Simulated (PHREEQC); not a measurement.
# Brine: speciation

Dissolve 5.3 mol NaCl, 0.019 mol K2SO4 and 1.4 mol MgCl2 per kg of water at 25 °C and 50 atm. Closed to the air; pH follows from the charge balance.

The numbers come from PHREEQC with the Pitzer model, pitzer.dat.

Each row changes one thing in this solution. Precipitation was switched off in this run.

| case | HSO4- (mol/kgw) | SI of Sylvite (KCl) | SI of Arcanite (K2SO4) |
|---|---|---|---|
| as made | 3.95e-7 | -1.49 | -5.09 |
| K2SO4 from 0.019 to 0.0038 mol/kgw | 8.53e-8 | -2.19 | -7.19 |
| diluted 5-fold with water | 8.36e-9 | -3.24 | -6.68 |
| NaCl left out | 4.98e-8 | -2.20 | -4.85 |
| MgCl2 left out | 1.29e-8 | -1.94 | -4.99 |
| K2SO4 from 0.019 to 0.19 mol/kgw | 2.51e-6 | -0.49 | -2.12 |

Some of these states are supersaturated (in Halite, for instance). Under pressure, the constants of complexes without a molar volume in the database are unreliable.
